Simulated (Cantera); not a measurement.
What does this Cantera script print?

```python
import numpy as np
import cantera as ct

gas_names = """
    Mg MgO MgS Mg2 O O2 O3 S SO SO2 SO3 S2 S2O S8
""".split()
cond_names = """
    Mg(cr) Mg(L) MgO(s) MgO(L) MgS(s) MgSO4(s) MgSO4(L) S(cr1) S(cr2) S(L)
""".split()


def load(file, names, dense=False):
    # The tables refer to 1 bar. Condensed volumes are neglected.
    table = {s.name: s for s in ct.Species.list_from_file(file)}
    out = []
    for n in names:
        d = dict(table[n].input_data)
        d["thermo"] = dict(d["thermo"], **{"reference-pressure": 1e5})
        if dense:
            d["equation-of-state"] = {"model": "constant-volume", "density": "1e6 g/cm^3"}
        out.append(ct.Species.from_dict(d))
    return out


gas = ct.Solution(thermo="ideal-gas", species=load("nasa_gas.yaml", gas_names))
cond = {s.name: ct.Solution(thermo="fixed-stoichiometry", species=[s], name=s.name)
        for s in load("nasa_condensed.yaml", cond_names, dense=True)}
atoms = {
    'MgO': {'Mg': 1, 'O': 1},
    'O2': {'O': 2},
    'SO3': {'S': 1, 'O': 3},
}
top_T = {'MgS(s)': 2250}  # K; cautious upper limits of use, not melting points


def equilibrate(T, P, feed):
    n = {}
    for name, mol in feed.items():
        for a, k in atoms[name].items():
            n[a] = n.get(a, 0.0) + k * mol
    gas.TPX = T, P, n
    mass = sum(n.values()) * gas.mean_molecular_weight
    gas.equilibrate("TP")
    valid = [c for c in cond.values() if c.min_temp <= T <= top_T.get(c.name, c.max_temp)]
    mix = ct.Mixture([(gas, mass / gas.mean_molecular_weight)] + [(c, 0.0) for c in valid])
    mix.T, mix.P = T, P
    mix.equilibrate("TP", solver="vcs", rtol=1e-11, max_steps=5000)
    return mix


results = []
feed = {'MgO': 1, 'O2': 0.9, 'SO3': 0.26}  # mol
P = 1000  # Pa
for T in [973, 998, 1023, 1048, 1073, 1098, 1123, 1148, 1173, 1198, 1223, 1248, 1273, 1298]:
    mix = equilibrate(T, P, feed)
    results.append((T, P, feed, dict(zip(mix.species_names, mix.species_moles))))
    x = sorted(zip(gas.X, gas.species_names), reverse=True)
    print(f"T = {T:g} K  P = {P:g} Pa  gas = {mix.phase_moles(0):.4g} mol")
    print("   x: " + "  ".join(f"{s} {v:.3e}" for v, s in x if v > 0.0001))
    print("   condensed (mol): " + ("  ".join(f"{mix.phase(i).name} {mix.phase_moles(i):.4g}"
          for i in range(1, mix.n_phases) if mix.phase_moles(i) > 1e-12) or "none"))
```

Output:

```
T = 973 K  P = 1000 Pa  gas = 0.9013 mol
   x: O2 9.990e-01  SO2 8.062e-04  SO3 2.017e-04
   condensed (mol): MgO(s) 0.7409  MgSO4(s) 0.2591
T = 998 K  P = 1000 Pa  gas = 0.9039 mol
   x: O2 9.969e-01  SO2 2.582e-03  SO3 4.768e-04
   condensed (mol): MgO(s) 0.7428  MgSO4(s) 0.2572
T = 1023 K  P = 1000 Pa  gas = 0.9117 mol
   x: O2 9.911e-01  SO2 7.811e-03  SO3 1.079e-03
   condensed (mol): MgO(s) 0.7481  MgSO4(s) 0.2519
T = 1048 K  P = 1000 Pa  gas = 0.9337 mol
   x: O2 9.752e-01  SO2 2.249e-02  SO3 2.344e-03
   condensed (mol): MgO(s) 0.7632  MgSO4(s) 0.2368
T = 1073 K  P = 1000 Pa  gas = 0.9983 mol
   x: O2 9.327e-01  SO2 6.240e-02  SO3 4.902e-03
   condensed (mol): MgO(s) 0.8072  MgSO4(s) 0.1928
T = 1098 K  P = 1000 Pa  gas = 1.231 mol
   x: O2 8.176e-01  SO2 1.725e-01  SO3 9.898e-03
   condensed (mol): MgO(s) 0.9645  MgSO4(s) 0.03554
T = 1123 K  P = 1000 Pa  gas = 1.284 mol
   x: O2 7.976e-01  SO2 1.938e-01  SO3 8.664e-03
   condensed (mol): MgO(s) 1
T = 1148 K  P = 1000 Pa  gas = 1.286 mol
   x: O2 7.977e-01  SO2 1.953e-01  SO3 6.963e-03
   condensed (mol): MgO(s) 1
T = 1173 K  P = 1000 Pa  gas = 1.286 mol
   x: O2 7.979e-01  SO2 1.965e-01  SO3 5.642e-03
   condensed (mol): MgO(s) 1
T = 1198 K  P = 1000 Pa  gas = 1.287 mol
   x: O2 7.980e-01  SO2 1.974e-01  SO3 4.608e-03
   condensed (mol): MgO(s) 1
T = 1223 K  P = 1000 Pa  gas = 1.288 mol
   x: O2 7.981e-01  SO2 1.981e-01  SO3 3.792e-03
   condensed (mol): MgO(s) 1
T = 1248 K  P = 1000 Pa  gas = 1.288 mol
   x: O2 7.981e-01  SO2 1.987e-01  SO3 3.144e-03
   condensed (mol): MgO(s) 1
T = 1273 K  P = 1000 Pa  gas = 1.288 mol
   x: O2 7.982e-01  SO2 1.992e-01  SO3 2.625e-03
   condensed (mol): MgO(s) 1
T = 1298 K  P = 1000 Pa  gas = 1.289 mol
   x: O2 7.982e-01  SO2 1.996e-01  SO3 2.207e-03
   condensed (mol): MgO(s) 1
```

These are equilibrium values from Cantera (NASA tables, ideal gas, pure condensed phases), not measurements of a reactor. Mutual solubility and eutectic melting of coexisting phases are not modelled.
